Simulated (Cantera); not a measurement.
Charge: 1 mol CH₃SiCl₃, 0.083 mol HCl, 420 mol H₂, equilibrated at 875 °C and 120 Pa.

Equilibrium computed with Cantera from the NASA thermochemical tables; the gas is ideal and each condensed phase is pure. Candidate condensed phases: C, C₆H₆, C₇H₈, C₈H₁₈, Si, SiC; 109 gas species. The feed counts by its element totals alone. Rates play no part.

Base state: H₂ 0.993, HCl 0.00728 (mole fractions); condensed: SiC(s).

Task: What changes in the equilibrium state with this change: temperature from 875 °C to 1827 °C?

Result: 
```csv
species,before,after
H₂,0.993,0.904
H,2.06e-6,0.0855
HCl,0.00728,0.00649
Si,<1e-9,0.00207
C₂H₂ (acetylene),<1e-9,0.00101
SiC₂,<1e-9,0.000103
"SiC(s), mol",0.999,0
```

Task: What changes in the equilibrium state with this change: CH₃SiCl₃ replaced by SiHCl₃?

Result: 
| species | before | after |
|---|---|---|
| H₂ | 0.993 | 0.993 |
| HCl | 0.00728 | 0.00708 |
| SiCl₂ | 1.98e-6 | 0.000111 |
| SiC(s), mol | 0.999 | 0 |
| Si(s), mol | 0 | 0.952 |
